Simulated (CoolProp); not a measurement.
A single-stage vapour-compression cycle with the fluid: evaporating at 249.15 K (dew point), condensing at 294.15 K (bubble point), superheat 0 K, subcooling 5 K, compressor efficiency 0.65, no pressure losses. The same conditions are run with several fluids, on thermodynamics alone (safety and materials aside).

Computed with CoolProp (reference Helmholtz-energy equation of state of each fluid (chloromethane (R40): Thol 2014; R407C: Lemmon 2003; carbonyl sulfide: Lemmon 2006; R142b: Lemmon 2006; R13: Platzer 1990; ethane: Bücker 2006)). The equations of Platzer and Polt are older, rougher fits. Blends and air are pseudo-pure fits.

| fluid | cooling COP | pressure ratio | discharge temperature (K) | refrigerating effect (kJ/kg) | volumetric capacity (kJ/m³) |
|---|---|---|---|---|---|
| chloromethane (R40) | 3.11 | 5.07 | 390.8 | 364 | 932 |
| R407C | 2.59 | 5.89 | 340.6 | 174 | 1390 |
| carbonyl sulfide | 3.08 | 3.92 | 367.1 | 239 | 2180 |
| R142b | 3.16 | 5.61 | 324.4 | 182 | 481 |
| R13 | 2.28 | 3.21 | 317.2 | 65.6 | 4190 |
| ethane | 2.42 | 3.03 | 327.3 | 239 | 5510 |
